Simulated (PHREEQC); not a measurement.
Synthetic water in mg/L, 25 °C, pH 4.07, pe 12.8:

```
constituent  mg/L
-----------  ----
Na           1800
K            98.2
Ca           97.5
Mg           7.22
Cl           1070
S(6) as SO4  2790
Al           47.2
F             5.7
```

Valence states are taken as typed.

Equilibrium calculation in PHREEQC: ion-association model, phreeqc.dat.

| Property | Value |
|---|---|
| ionic strength | 0.108 mol/kgw |
| specific conductance | 8020 µS/cm |
| density | 1.002 g/cm³ |
| total alkalinity | -0.184 meq/kg |
| charge-balance error | 1.9 % |

| species | molality | activity | log γ |
|---|---|---|---|
| Na+ | 0.0756 | 0.0590 | -0.107 |
| Cl- | 0.0304 | 0.0231 | -0.119 |
| SO4-2 | 0.0232 | 0.00844 | -0.439 |
| NaSO4- | 0.00319 | 0.00250 | -0.106 |
| K+ | 0.00239 | 0.00181 | -0.120 |
| Ca+2 | 0.00157 | 0.000600 | -0.417 |
| AlSO4+ | 0.00102 | 0.000790 | -0.113 |
| CaSO4 | 0.000878 | 0.000900 | 0.011 |
| Al(SO4)2- | 0.000273 | 0.000211 | -0.113 |
| AlF+2 | 0.000260 | 9.80e-5 | -0.423 |
| Al+3 | 0.000172 | 2.96e-5 | -0.765 |
| Mg+2 | 0.000169 | 6.73e-5 | -0.399 |

No solid was allowed to form. Complexes and solids missing from the database can't appear. Fluoro complexes past AlF4- and FeF3 are missing from the database.
